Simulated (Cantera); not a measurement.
A closed system holds: 1 mol SiC, 0.015 mol CO₂, 1.3 mol H₂, 0.041 mol H₂O, at 1225 °C and 1.20 mbar.

Method: chemical equilibrium by Gibbs-energy minimisation in Cantera with the NASA 1993 tables (ideal gas, pure condensed phases). Candidate condensed phases: C, C₆H₆, C₇H₈, C₈H₁₈, H₂O, Si, SiC, SiO₂; 123 gas species. Kinetics and transport are ignored.

Base state: H₂ 0.949, CO 0.0304, SiO 0.0198, H 0.000483 (mole fractions); condensed: SiC(s).

Question: What changes in the equilibrium state with this change: temperature from 1225 °C to 1675 °C?

Answer: 
```csv
species,before,after
H₂,0.949,0.913
CO,0.0304,0.0333
H,0.000483,0.0312
Si,1.11e-6,0.00664
SiO,0.0198,0.0159
Si₂C,1.66e-9,0.000145
Si₂,<1e-9,2.07e-5
"SiC(s), mol",0.972,0.967
```
Gases not in the tables: Si₂H₆ and higher silanes.
